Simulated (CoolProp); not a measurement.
Saturated liquid density (kg/m³) of c-C4F8 (RC318): the reference equation beside estimates from Tc = 115.2 °C, pc = 27.78 bar, ω = 0.355.

Computed with CoolProp (reference Helmholtz-energy equation of state, Platzer 1990). This equation is an older, rougher fit; its heat capacities, sound speeds and derivatives of the liquid may be far off and weren't checked against measurements.

```json
[
 {"T (°C)": "7.35", "reference": "1567", "van der Waals": "962.6", "Redlich-Kwong": "1389", "Peng-Robinson": "1669"},
 {"T (°C)": "12.45", "reference": "1547", "van der Waals": "950.7", "Redlich-Kwong": "1368", "Peng-Robinson": "1646"},
 {"T (°C)": "17.55", "reference": "1528", "van der Waals": "938.5", "Redlich-Kwong": "1346", "Peng-Robinson": "1623"},
 {"T (°C)": "22.55", "reference": "1508", "van der Waals": "926.1", "Redlich-Kwong": "1324", "Peng-Robinson": "1599"},
 {"T (°C)": "27.65", "reference": "___", "van der Waals": "913.2", "Redlich-Kwong": "1301", "Peng-Robinson": "1574"},
 {"T (°C)": "32.75", "reference": "1466", "van der Waals": "899.8", "Redlich-Kwong": "___", "Peng-Robinson": "1547"},
 {"T (°C)": "37.85", "reference": "1445", "van der Waals": "885.9", "Redlich-Kwong": "1252", "Peng-Robinson": "1519"},
 {"T (°C)": "42.85", "reference": "1422", "van der Waals": "871.9", "Redlich-Kwong": "1226", "Peng-Robinson": "1490"},
 {"T (°C)": "47.95", "reference": "1399", "van der Waals": "857.0", "Redlich-Kwong": "1199", "Peng-Robinson": "1459"},
 {"T (°C)": "53.05", "reference": "1375", "van der Waals": "841.5", "Redlich-Kwong": "1171", "Peng-Robinson": "___"},
 {"T (°C)": "58.05", "reference": "1350", "van der Waals": "825.7", "Redlich-Kwong": "1143", "Peng-Robinson": "1392"},
 {"T (°C)": "63.15", "reference": "1324", "van der Waals": "808.7", "Redlich-Kwong": "___", "Peng-Robinson": "1355"},
 {"T (°C)": "68.25", "reference": "1296", "van der Waals": "___", "Redlich-Kwong": "1081", "Peng-Robinson": "1316"},
 {"T (°C)": "73.25", "reference": "1267", "van der Waals": "772.5", "Redlich-Kwong": "1048", "Peng-Robinson": "1274"},
 {"T (°C)": "78.35", "reference": "1235", "van der Waals": "752.5", "Redlich-Kwong": "___", "Peng-Robinson": "1229"}
]
```

Task: Some entries are withheld; supply them.

Result: 
- 27.65, reference: 1488
- 32.75, Redlich-Kwong: 1276
- 53.05, Peng-Robinson: 1426
- 63.15, Redlich-Kwong: 1113
- 68.25, van der Waals: 790.9
- 78.35, Redlich-Kwong: 1012

Absolute difference from the reference over all 15 rows, mean and median: van der Waals 38.8 and 38.7 %, Redlich-Kwong 14.1 and 13.8 %, Peng-Robinson 4.2 and 4.8 %.
